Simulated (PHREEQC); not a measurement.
Solution (25 °C): 0.00061 mol NaCl and 9.9e-05 mol CdCl2 per kg of water. Closed to the air; pH follows from the charge balance.

Equilibrium calculation in PHREEQC: ion-association model, wateq4f.dat.

This is a speciation only: nothing precipitates in the calculation.

Task: Estimate the pH.

Result: pH 6.86.

Task: In which forms is Cd present?

Result: Cd+2 94 %, CdCl+ 6.3 % of the Cd.

Species that the database lacks are ignored.
